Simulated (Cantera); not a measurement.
Cantera run:

```python
import numpy as np
import cantera as ct

gas_names = [...]  # 114 gases of nasa_gas.yaml made of C, Fe, H, O
cond_names = """
    C(gr) C6H6(L) C7H8(L) C8H18(L),n-octa Fe(a) Fe(c) Fe(d) Fe(L) FeC5O5(L) FeO(s) FeO(L) Fe(OH)2(s)
    Fe(OH)3(s) Fe2O3(s) Fe3O4(s) H2O(s) H2O(L)
""".split()


# ... load() reads the species with a 1 bar reference pressure and builds the phases ...
atoms = {
    'Fe2O3': {'Fe': 2, 'O': 3},
    'C': {'C': 1},
    'H2': {'H': 2},
}
top_T = {'C(gr)': 4500, 'Fe2O3(s)': 1830, 'Fe3O4(s)': 1870}  # K; cautious upper limits of use, not melting points


# ... equilibrate(T, P, feed) seeds the gas with the atoms and calls Mixture.equilibrate('TP', solver="vcs", rtol=1e-11, max_steps=5000) ...
results = []
feed = {'Fe2O3': 1, 'C': 7.3, 'H2': 2.1}  # mol
P = 101325  # Pa
for T in [1248, 1398, 1548, 1698, 1848, 1998, 2148, 2298, 2448, 2598]:
    mix = equilibrate(T, P, feed)
    results.append((T, P, feed, dict(zip(mix.species_names, mix.species_moles))))

top = {s: max(r[3][s] / sum(r[3][g] for g in gas_names) for r in results) for s in gas_names}
cols = sorted((s for s in top if top[s] > 1e-05), key=lambda s: -top[s])[:8]
seen = [c for c in cond_names if any(r[3].get(c, 0) > 1e-12 for r in results)]
print("log10 of partial pressures in bar; condensed amounts in mol")
print(f"{'T/K':>10s}" + "".join(f"{s[:9]:>10s}" for s in cols + seen))
for T, P, feed, n in results:
    ng = sum(n[g] for g in gas_names)
    print(f"{T:10.4g}" + "".join(f"{np.log10(max(n[s] / ng * P / 1e5, 1e-99)):10.3f}" for s in cols)
          + "".join(f"{n.get(c, 0):10.4g}" for c in seen))
```

Output:

```
log10 of partial pressures in bar; condensed amounts in mol
       T/K        CO        H2        Fe         H C2H2,acet       H2O       CO2       CH4     C(gr)     Fe(c)     Fe(d)     Fe(L)
      1248    -0.229    -0.384    -9.633    -6.522    -6.997    -2.425    -2.463    -2.720     4.326         2         0         0
      1398    -0.225    -0.381    -7.836    -5.516    -5.992    -3.028    -3.207    -3.122     4.304         2         0         0
      1548    -0.225    -0.380    -6.395    -4.702    -5.185    -3.516    -3.806    -3.449       4.3         2         0         0
      1698    -0.225    -0.380    -5.215    -4.030    -4.522    -3.917    -4.294    -3.717       4.3         0         2         0
      1848    -0.225    -0.380    -4.244    -3.466    -3.969    -4.251    -4.698    -3.942     4.299         0         0         2
      1998    -0.225    -0.381    -3.448    -2.985    -3.501    -4.534    -5.038    -4.132     4.297         0         0     1.998
      2148    -0.226    -0.383    -2.769    -2.572    -3.101    -4.778    -5.329    -4.297     4.292         0         0     1.991
      2298    -0.229    -0.389    -2.184    -2.213    -2.758    -4.994    -5.582    -4.446     4.282         0         0     1.967
      2448    -0.237    -0.402    -1.676    -1.902    -2.465    -5.196    -5.812    -4.591     4.264         0         0     1.891
      2598    -0.256    -0.431    -1.230    -1.635    -2.225    -5.403    -6.038    -4.752     4.234         0         0     1.681
```

Method: chemical equilibrium by Gibbs-energy minimisation in Cantera with the NASA 1993 tables (ideal gas, pure condensed phases). Iron dissolves carbon and melts from about 1420 K in contact with it, which pure phases cannot show. Condensed phases not in the tables: cementite and carbon dissolved in iron.
